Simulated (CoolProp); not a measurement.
The numbers come from the reference Helmholtz-energy equation of state, Colonna 2008 in CoolProp. It is a short technical equation, of lower accuracy than the large ones.

Problem. Give the vapour pressure (bar), vapour density (kg/m³), enthalpy of vaporisation (kJ/kg), liquid cp (kJ/(kg K)) of saturated dodecamethylcyclohexasiloxane (D6) at 259.85, 324.25, 340.35 °C.

Solution. 
| T (°C) | p (bar) | vapour density (kg/m³) | enthalpy of vaporisation (kJ/kg) | liquid cp (kJ/(kg K)) |
|---|---|---|---|---|
| 259.85 | 1.39 | 16.0 | 94.3 | 2.06 |
| 324.25 | 4.54 | 59.3 | 67.1 | 2.29 |
| 340.35 | 5.88 | 83.6 | 56.8 | 2.41 |
